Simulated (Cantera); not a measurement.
## Thermodynamics of aluminium nitride and oxide growth, feed Al + O2 + N2

A closed system holds: 1 mol Al, 0.4 mol O2, 2 mol N2, equilibrated at 310 Pa.

Cantera equilibrium calculation (NASA polynomials, part measured and part estimated; ideal gas, pure solids and liquids). Candidate condensed phases: Al, AlN, Al2O3; 16 gas species. Mutual solubility and eutectic melting of coexisting phases are not modelled. Condensed phases not in the tables: aluminium oxynitride. The numbers say what is thermodynamically allowed, not how fast it happens.

```json
[
 {"T (K)": "1123", "x N2": "1.00", "x Al": "<1e-12", "x Al2O": "<1e-12", "x AlO": "<1e-12", "x Al2": "<1e-12", "x Al2O2": "<1e-12", "n AlN(s)": "0.467", "n Al2O3(s)": "0.267"},
 {"T (K)": "1223", "x N2": "1.00", "x Al": "3.28e-12", "x Al2O": "<1e-12", "x AlO": "<1e-12", "x Al2": "<1e-12", "x Al2O2": "<1e-12", "n AlN(s)": "0.467", "n Al2O3(s)": "0.267"},
 {"T (K)": "1323", "x N2": "1.00", "x Al": "3.81e-10", "x Al2O": "1.75e-12", "x AlO": "<1e-12", "x Al2": "<1e-12", "x Al2O2": "<1e-12", "n AlN(s)": "0.467", "n Al2O3(s)": "0.267"},
 {"T (K)": "1423", "x N2": "1.00", "x Al": "2.25e-8", "x Al2O": "3.23e-10", "x AlO": "<1e-12", "x Al2": "<1e-12", "x Al2O2": "<1e-12", "n AlN(s)": "0.467", "n Al2O3(s)": "0.267"},
 {"T (K)": "1523", "x N2": "1.000", "x Al": "7.75e-7", "x Al2O": "2.97e-8", "x AlO": "1.78e-11", "x Al2": "<1e-12", "x Al2O2": "<1e-12", "n AlN(s)": "0.467", "n Al2O3(s)": "0.267"},
 {"T (K)": "1623", "x N2": "1.000", "x Al": "1.71e-5", "x Al2O": "1.54e-6", "x AlO": "5.77e-10", "x Al2": "3.11e-12", "x Al2O2": "1.69e-12", "n AlN(s)": "0.467", "n Al2O3(s)": "0.267"},
 {"T (K)": "1723", "x N2": "1.000", "x Al": "0.000263", "x Al2O": "4.99e-5", "x AlO": "1.24e-8", "x Al2": "3.48e-10", "x Al2O2": "8.33e-11", "n AlN(s)": "0.466", "n Al2O3(s)": "0.267"},
 {"T (K)": "1823", "x N2": "0.996", "x Al": "0.00298", "x Al2O": "0.00110", "x AlO": "1.90e-7", "x Al2": "2.30e-8", "x Al2O2": "2.65e-9", "n AlN(s)": "0.459", "n Al2O3(s)": "0.266"},
 {"T (K)": "1923", "x N2": "0.956", "x Al": "0.0266", "x Al2O": "0.0177", "x AlO": "2.20e-6", "x Al2": "1.02e-6", "x Al2O2": "5.90e-8", "n AlN(s)": "0.371", "n Al2O3(s)": "0.255"},
 {"T (K)": "2023", "x N2": "0.832", "x Al": "0.0894", "x Al2O": "0.0786", "x AlO": "1.55e-5", "x Al2": "6.71e-6", "x Al2O2": "5.77e-7", "n AlN(s)": "0", "n Al2O3(s)": "0.204"},
 {"T (K)": "2123", "x N2": "0.831", "x Al": "0.0941", "x Al2O": "0.0748", "x AlO": "6.36e-5", "x Al2": "4.58e-6", "x Al2O2": "2.25e-6", "n AlN(s)": "0", "n Al2O3(s)": "0.207"}
]
```
x: gas mole fraction; n: condensed amount in mol.

From 1123 K to 1923 K the condensed part is AlN(s) + Al2O3(s). From 2023 K to 2123 K the condensed part is Al2O3(s).
